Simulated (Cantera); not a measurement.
An adiabatic, constant-volume homogeneous reactor starts with CH₄ : O₂ : N₂ = 1 : 2.2 : 8.26 (molar parts), at 1048 K and 400000 Pa. Integrator tolerance rtol = 1e-08.

Computed with Cantera and GRI-Mech 3.0 (53 species, 325 reactions).

### Question
What does this change do: 0.018 parts H2 added?

### Answer
```csv
quantity,before,after
time of steepest temperature rise,0.100 s,60.3 ms
temperature at 0.200 s,2833 K,2836 K
equilibrium temperature,2833 K,2836 K
x(CH₄) at 0.200 s,<1e-12 (gas-phase equilibrium <1e-12),<1e-12 (gas-phase equilibrium <1e-12)
x(O₂) at 0.200 s,0.0220 (gas-phase equilibrium 0.0220),0.0215 (gas-phase equilibrium 0.0215)
x(O) at 0.200 s,0.00277 (gas-phase equilibrium 0.00277),0.00278 (gas-phase equilibrium 0.00278)
x(H₂O₂) at 0.200 s,1.01e-6 (gas-phase equilibrium 1.01e-6),1.01e-6 (gas-phase equilibrium 1.01e-6)
x(NO) at 0.200 s,0.0118 (gas-phase equilibrium 0.0118),0.0117 (gas-phase equilibrium 0.0117)
```

### Question
What does this change do: pressure from 400000 Pa to 1100000 Pa?

### Answer
```csv
quantity,before,after
time of steepest temperature rise,0.100 s,31.8 ms
temperature at 0.200 s,2833 K,2894 K
equilibrium temperature,2833 K,2894 K
x(CH₄) at 0.200 s,<1e-12 (gas-phase equilibrium <1e-12),<1e-12 (gas-phase equilibrium <1e-12)
x(O₂) at 0.200 s,0.0220 (gas-phase equilibrium 0.0220),0.0199 (gas-phase equilibrium 0.0199)
x(O) at 0.200 s,0.00277 (gas-phase equilibrium 0.00277),0.00198 (gas-phase equilibrium 0.00198)
x(H₂O₂) at 0.200 s,1.01e-6 (gas-phase equilibrium 1.01e-6),1.82e-6 (gas-phase equilibrium 1.82e-6)
x(NO) at 0.200 s,0.0118 (gas-phase equilibrium 0.0118),0.0122 (gas-phase equilibrium 0.0122)
```
